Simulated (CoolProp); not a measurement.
Computed with CoolProp (reference Helmholtz-energy equation of state, de Reuck 1993).

Task: For methanol, give the phase and the Prandtl number at 488.8 K and 0.039 MPa; 415.1 K and 0.429 MPa; 350.8 K and 28.1 MPa.

Result: 
- 488.8 K and 0.039 MPa: gas; Prandtl number 0.808
- 415.1 K and 0.429 MPa: gas; Prandtl number 0.968
- 350.8 K and 28.1 MPa: liquid; Prandtl number 4.67

Viscosity comes from a separate model (Xiang 2006). Thermal conductivity comes from a separate model (Sykioti 2013).
